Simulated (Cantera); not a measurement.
## Dilute partial oxidation

An isothermal, constant-pressure homogeneous reactor starts with CH3OH : O2 : N2 = 0.013 : 0.0058 : 1 (molar parts), equivalence ratio 3.4, at 900 K and 95000 Pa.

Model: GRI-Mech 3.0 (53 species, 325 reactions), integrated in Cantera. GRI-Mech 3.0 was tuned for natural gas; its chemistry of methanol as a main component is partial and can be far from experiment. Below about 1000 K GRI-Mech 3.0 lacks low-temperature oxidation paths.

```json
[
 {"t (s)": "0.000300", "x CH3OH": "0.0128", "x O2": "0.00569", "x C2H": "<1e-12", "x HCO": "<1e-12", "x CH2O": "2.54e-12"},
 {"t (s)": "0.000663", "x CH3OH": "0.0128", "x O2": "0.00569", "x C2H": "<1e-12", "x HCO": "<1e-12", "x CH2O": "5.87e-12"},
 {"t (s)": "0.00147", "x CH3OH": "0.0128", "x O2": "0.00569", "x C2H": "<1e-12", "x HCO": "<1e-12", "x CH2O": "1.37e-11"},
 {"t (s)": "0.00324", "x CH3OH": "0.0128", "x O2": "0.00569", "x C2H": "<1e-12", "x HCO": "<1e-12", "x CH2O": "3.24e-11"},
 {"t (s)": "0.00717", "x CH3OH": "0.0128", "x O2": "0.00569", "x C2H": "<1e-12", "x HCO": "<1e-12", "x CH2O": "7.54e-11"},
 {"t (s)": "0.0158", "x CH3OH": "0.0128", "x O2": "0.00569", "x C2H": "<1e-12", "x HCO": "<1e-12", "x CH2O": "1.71e-10"},
 {"t (s)": "0.0350", "x CH3OH": "0.0128", "x O2": "0.00569", "x C2H": "<1e-12", "x HCO": "<1e-12", "x CH2O": "3.84e-10"},
 {"t (s)": "0.0775", "x CH3OH": "0.0128", "x O2": "0.00569", "x C2H": "<1e-12", "x HCO": "<1e-12", "x CH2O": "8.56e-10"},
 {"t (s)": "0.171", "x CH3OH": "0.0128", "x O2": "0.00569", "x C2H": "<1e-12", "x HCO": "<1e-12", "x CH2O": "1.91e-9"},
 {"t (s)": "0.379", "x CH3OH": "0.0128", "x O2": "0.00569", "x C2H": "<1e-12", "x HCO": "<1e-12", "x CH2O": "4.29e-9"},
 {"t (s)": "0.837", "x CH3OH": "0.0128", "x O2": "0.00569", "x C2H": "<1e-12", "x HCO": "<1e-12", "x CH2O": "9.94e-9"},
 {"t (s)": "1.85", "x CH3OH": "0.0128", "x O2": "0.00569", "x C2H": "<1e-12", "x HCO": "<1e-12", "x CH2O": "2.60e-8"},
 {"t (s)": "4.09", "x CH3OH": "0.0128", "x O2": "0.00569", "x C2H": "<1e-12", "x HCO": "<1e-12", "x CH2O": "9.56e-8"},
 {"t (s)": "9.05", "x CH3OH": "0.0128", "x O2": "0.00569", "x C2H": "<1e-12", "x HCO": "<1e-12", "x CH2O": "6.49e-7"},
 {"t (s)": "20.0", "x CH3OH": "5.22e-5", "x O2": "5.08e-7", "x C2H": "<1e-12", "x HCO": "5.60e-9", "x CH2O": "3.54e-5"}
]
```
x: mole fraction; the columns are a selection and need not sum to one.

Equilibrium at this temperature and pressure: CH3OH <1e-12, O2 <1e-12, C2H <1e-12, HCO <1e-12, CH2O 7.78e-11 (gas phase only).
